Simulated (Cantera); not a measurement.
An isothermal, constant-pressure homogeneous reactor starts with C2H6 : N2 = 1 : 29 (molar parts), at 1448 K and 0.132 atm.

Cantera simulation using GRI-Mech 3.0 (53 species, 325 reactions); the numbers are that mechanism's predictions, not measurements. GRI-Mech 3.0 stops at C3 and has no aromatics, soot or wall deposition, so with more carbon than oxygen in the feed, carbon stays in small species such as C2H2 where larger ones or solid carbon would form.

Task: Predict: x(C2H6) at 300 s; x(C2H4) at 300 s; x(CH3) at 300 s; x(H2) at 300 s; x(C2H2) at 300 s; x(CH4) at 300 s.

Result: 
```
Property                                              Value
----------------  -----------------------------------------
x(C2H6) at 300 s    1.86e-8 (gas-phase equilibrium 4.07e-9)
x(C2H4) at 300 s   0.000122 (gas-phase equilibrium 3.79e-5)
x(CH3) at 300 s     1.45e-6 (gas-phase equilibrium 6.23e-7)
x(H2) at 300 s        0.0614 (gas-phase equilibrium 0.0620)
x(C2H2) at 300 s     0.0308 (gas-phase equilibrium 0.00947)
x(CH4) at 300 s   0.000707 (gas-phase equilibrium 0.000303)
```
